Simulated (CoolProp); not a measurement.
Vapour-liquid equilibrium of chloromethane (R40) (1) + isobutene (2) at 39.85 °C; x and y are mole fractions of (1).

Model: multi-fluid Helmholtz-energy mixture model, Thol 2014 and Lemmon 2005; pair parameters Bell 2016, in CoolProp.

```json
[
 {"x": "0.05", "bubble pressure (kPa)": "495.9", "y at the bubble point": "0.097", "dew pressure at overall composition x (kPa)": "481.7", "liquid density (mol/L)": "…"},
 {"x": "0.15", "bubble pressure (kPa)": "548.2", "y at the bubble point": "0.255", "dew pressure at overall composition x (kPa)": "512.7", "liquid density (mol/L)": "…"},
 {"x": "0.25", "bubble pressure (kPa)": "595.3", "y at the bubble point": "0.382", "dew pressure at overall composition x (kPa)": "546.5", "liquid density (mol/L)": "11.35"},
 {"x": "0.35", "bubble pressure (kPa)": "638.5", "y at the bubble point": "…", "dew pressure at overall composition x (kPa)": "583.2", "liquid density (mol/L)": "11.92"},
 {"x": "0.45", "bubble pressure (kPa)": "678.6", "y at the bubble point": "0.582", "dew pressure at overall composition x (kPa)": "622.7", "liquid density (mol/L)": "12.54"},
 {"x": "0.55", "bubble pressure (kPa)": "716.4", "y at the bubble point": "…", "dew pressure at overall composition x (kPa)": "…", "liquid density (mol/L)": "13.23"},
 {"x": "0.65", "bubble pressure (kPa)": "…", "y at the bubble point": "0.747", "dew pressure at overall composition x (kPa)": "708.6", "liquid density (mol/L)": "14.00"},
 {"x": "0.75", "bubble pressure (kPa)": "787.1", "y at the bubble point": "0.822", "dew pressure at overall composition x (kPa)": "753.9", "liquid density (mol/L)": "14.85"},
 {"x": "0.85", "bubble pressure (kPa)": "820.7", "y at the bubble point": "0.895", "dew pressure at overall composition x (kPa)": "800.0", "liquid density (mol/L)": "15.80"},
 {"x": "0.95", "bubble pressure (kPa)": "853.5", "y at the bubble point": "0.965", "dew pressure at overall composition x (kPa)": "…", "liquid density (mol/L)": "16.86"}
]
```

### Question
Fill in the missing entries.

### Answer

- 0.05, liquid density (mol/L): 10.37
- 0.15, liquid density (mol/L): 10.84
- 0.35, y at the bubble point: 0.488
- 0.55, y at the bubble point: 0.667
- 0.55, dew pressure at overall composition x (kPa): 664.7
- 0.65, bubble pressure (kPa): 752.4
- 0.95, dew pressure at overall composition x (kPa): 846.4

No azeotrope shows between x = 0.05 and 0.95.

The pair parameters rest on a limited set of measurements; away from them the model extrapolates.
